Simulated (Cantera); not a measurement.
A Cantera script and its output.

```python
import numpy as np
import cantera as ct

surf = ct.Interface("ptcombust.yaml", "Pt_surf")
gas = surf.adjacent["gas"]
gas.TPX = 700, 240000, {'H2': 0.021, 'O2': 0.17, 'N2': 0.79}
surf.TP = 700, 240000
reactor = ct.FlowReactor(gas, clone=False)
reactor.area = 0.0001  # m2
reactor.surface_area_to_volume_ratio = 370  # 1/m
reactor.mass_flow_rate = 2.8 * reactor.area * gas.density  # inlet velocity 2.8 m/s
reactor.energy_enabled = False
wall = ct.ReactorSurface(surf, reactor, clone=False)
net = ct.ReactorNet([reactor])
net.rtol, net.atol = 1e-8, 1e-16
show, cover = ['H2', 'O2', 'H2O'], ['PT(S)', 'H(S)', 'O(S)', 'OH(S)', 'CO(S)', 'C(S)']

rows = []
print(f"{'z/m':>9s}{'u/(m/s)':>9s}" + "".join(f"{s:>13s}" for s in show + cover))
for z in [0.00033, 0.00071, 0.0015, 0.0033, 0.0071, 0.015, 0.033]:
    net.advance(z)
    rows.append([reactor.speed, *gas[show].X, *surf[cover].coverages])
    print(f"{z:9.4g}{rows[-1][0]:9.3g}" + "".join(f"{x:13.4e}" for x in rows[-1][1:]))
```

Output:

```
      z/m  u/(m/s)           H2           O2          H2O        PT(S)         H(S)         O(S)        OH(S)        CO(S)         C(S)
  0.00033     2.79   1.6365e-02   1.7119e-01   5.0960e-03   1.7152e-01   2.8545e-07   8.1588e-01   1.2563e-02   7.9239e-25   7.4863e-29
  0.00071     2.79   1.2834e-02   1.6971e-01   8.6657e-03   1.3568e-01   1.7628e-07   8.5202e-01   1.2257e-02  -4.4042e-26  -5.5688e-29
   0.0015     2.78   8.8218e-03   1.6803e-01   1.2721e-02   9.4232e-02   8.5381e-08   8.9448e-01   1.1257e-02  -2.6477e-25  -1.5947e-28
   0.0033     2.78   5.1203e-03   1.6649e-01   1.6463e-02   5.5308e-02   3.0753e-08   9.3529e-01   9.3749e-03  -2.0768e-26  -2.2549e-29
   0.0071     2.77   2.6951e-03   1.6547e-01   1.8914e-02   2.9574e-02   9.6282e-09   9.6319e-01   7.2217e-03  -1.4646e-25  -2.4965e-28
    0.015     2.77   1.3369e-03   1.6491e-01   2.0287e-02   1.5379e-02   2.9276e-09   9.7926e-01   5.3575e-03  -4.6967e-26  -1.3391e-29
    0.033     2.77   5.8412e-04   1.6459e-01   2.1048e-02   8.1276e-03   9.0055e-10   9.8791e-01   3.9547e-03   3.8290e-27   2.8015e-30
```

Detailed kinetics in Cantera: Deutschmann's 1995 Pt surface mechanism with GRI-Mech 3.0 gas chemistry. Catalytic surfaces can have several steady states; this one follows from the mechanism file's or the stated starting coverage. Mass transfer to the wall is taken as infinitely fast.
